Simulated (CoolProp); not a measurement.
Properties of R1132(E) along the isobar 4.68 MPa.

Values from CoolProp's reference Helmholtz-energy equation of state, Akasaka 2024.

| T (°C) | phase | cp (kJ/(kg K)) | Joule-Thomson coefficient (K/MPa) | isothermal compressibility (1/MPa) | fugacity coefficient |
|---|---|---|---|---|---|
| -17.15 | liquid | 1.661 | -0.2056 | 0.002498 | 0.1012 |
| -4.05 | liquid | 1.691 | -0.1481 | 0.003186 | 0.1517 |
| 9.05 | liquid | 1.738 | -0.06578 | 0.004205 | 0.2160 |
| 22.15 | liquid | 1.810 | 0.05566 | 0.005823 | 0.2941 |
| 35.25 | liquid | 1.924 | 0.2452 | 0.008673 | 0.3852 |
| 48.35 | liquid | 2.126 | 0.5749 | 0.01469 | 0.4872 |
| 61.45 | liquid | 2.637 | 1.323 | 0.03421 | 0.5964 |
| 74.45 | gas | 3.447 | 13.63 | 0.6700 | 0.6887 |
| 87.55 | gas | 1.983 | 11.35 | 0.3964 | 0.7300 |
| 100.65 | gas | 1.663 | 9.755 | 0.3308 | 0.7630 |
| 113.75 | gas | 1.522 | 8.552 | 0.2991 | 0.7907 |
| 126.85 | gas | 1.448 | 7.596 | 0.2799 | 0.8145 |
